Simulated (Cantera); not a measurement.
What does this Cantera script print?

```python
import numpy as np
import cantera as ct

gas = ct.Solution("gri30.yaml")
gas.TPX = 1198, 13332, {'N2O': 1, 'H2O': 0.046}
inlet = ct.Reservoir(gas, clone=True)

reactor = ct.IdealGasConstPressureReactor(gas, energy="off", clone=False)
exhaust = ct.Reservoir(gas, clone=True)
tau = [0.42, 0.21, 0.1, 0.052, 0.026, 0.013, 0.0066, 0.0033, 0.0016, 0.00082][0]
for a, b in ((inlet, reactor), (reactor, exhaust)):
    ct.MassFlowController(a, b, mdot=lambda t: reactor.mass / tau)
net = ct.ReactorNet([reactor])
show = ['N2O', 'H2O', 'NO', 'N2', 'OH', 'NO2', 'O']

rows = []
print(f"{'tau/s':>10s}{'T/K':>9s}" + "".join(f"{s:>11s}" for s in show))
for tau in [0.42, 0.21, 0.1, 0.052, 0.026, 0.013, 0.0066, 0.0033, 0.0016, 0.00082]:
    net.initial_time = 0.0
    net.advance(30 * tau)
    before = gas.X
    net.advance(40 * tau)
    drift = np.max(np.abs(gas.X - before) / (gas.X + 1e-9))
    rows.append([gas.T, *gas[show].X, drift])
    print(f"{tau:10.3e}{gas.T:9.1f}" + "".join(f"{x:11.3e}" for x in gas[show].X))
```

It prints:

```
     tau/s      T/K        N2O        H2O         NO         N2         OH        NO2          O
 4.200e-01   1198.0  9.022e-01  4.317e-02  2.820e-03  3.495e-02  1.873e-05  4.271e-04  1.845e-06
 2.100e-01   1198.0  9.282e-01  4.356e-02  1.417e-03  1.808e-02  1.689e-05  3.056e-04  1.903e-06
 1.000e-01   1198.0  9.425e-01  4.377e-02  6.758e-04  8.776e-03  1.479e-05  1.816e-04  1.958e-06
 5.200e-02   1198.0  9.489e-01  4.386e-02  3.586e-04  4.596e-03  1.296e-05  9.874e-05  1.994e-06
 2.600e-02   1198.0  9.525e-01  4.392e-02  1.884e-04  2.299e-03  1.107e-05  4.368e-05  2.017e-06
 1.300e-02   1198.0  9.543e-01  4.394e-02  1.009e-04  1.145e-03  9.212e-06  1.586e-05  2.025e-06
 6.600e-03   1198.0  9.551e-01  4.396e-02  5.462e-05  5.767e-04  7.423e-06  4.663e-06  2.024e-06
 3.300e-03   1198.0  9.556e-01  4.397e-02  2.854e-05  2.855e-04  5.620e-06  9.710e-07  2.014e-06
 1.600e-03   1198.0  9.558e-01  4.397e-02  1.402e-05  1.365e-04  3.797e-06  1.225e-07  1.990e-06
 8.200e-04   1198.0  9.559e-01  4.397e-02  7.063e-06  6.874e-05  2.343e-06  1.243e-08  1.943e-06
```

Detailed kinetics in Cantera: GRI-Mech 3.0 (53 species, 325 reactions). GRI-Mech 3.0 was tuned for natural gas; its chemistry of N2O as a main component is partial and can be far from experiment. The mechanism lacks the step 2 NO + O2 → 2 NO2, which can matter for NO2 below about 1400 K. The temperature is held fixed by assumption; the heat of reaction is taken as removed at once.
